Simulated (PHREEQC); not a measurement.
Dissolve 40 mmol/kgw TMAH, 0.0012 mmol/kgw H4SiO4 and 0.12 mmol/kgw Na2CO3 at 25 °C. Closed to the air; pH follows from the charge balance.

Equilibrium calculation in PHREEQC: ion-association model, phreeqc.dat.

This is a speciation only: nothing precipitates in the calculation.

Problem. Estimate the pH.

Solution. pH 12.51.

Problem. In which forms is Si present?

Solution. H3SiO4- 73 %, H2SiO4-2 27 % of the Si.

(CH3)4N+ isn't in the database: it is added as a free cation with an ion size of 4 Å.
